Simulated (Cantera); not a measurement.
A closed system holds: 1 mol SiO2, 1.8 mol MgCl2, 0.23 mol O2, equilibrated at 1525 °C and 18.0 mbar.

Cantera equilibrium calculation (NASA polynomials, part measured and part estimated; ideal gas, pure solids and liquids). Candidate condensed phases: Mg, MgCl2, MgO, MgSiO3, Mg2SiO4, Si, SiO2; 20 gas species. Mutual solubility and eutectic melting of coexisting phases are not modelled. The tables hold silica as quartz up to 1696 K and as liquid above; real silica turns to tridymite and cristobalite and melts near 1996 K. Condensed phases not in the tables: alloys, solid solutions and most ternary compounds. Kinetics and transport are ignored.

Base state: MgCl2 0.624, Cl 0.347, Cl2 0.0221, O2 0.00695, O 7.42e-5, ClO 6.92e-5 (mole fractions); condensed: MgSiO3(s) + SiO2(condensed).

Question: What changes in the equilibrium state with this change: O2 from 0.23 to 0.16 mol?

Answer: 
```csv
species,before,after
MgCl2,0.624,0.713
Cl,0.347,0.271
Cl2,0.0221,0.0135
O2,0.00695,0.00200
ClO,6.92e-5,2.91e-5
O,7.42e-5,3.98e-5
"MgSiO3(s), mol",0.429,0.312
"SiO2(condensed), mol",0.571,0.688
```
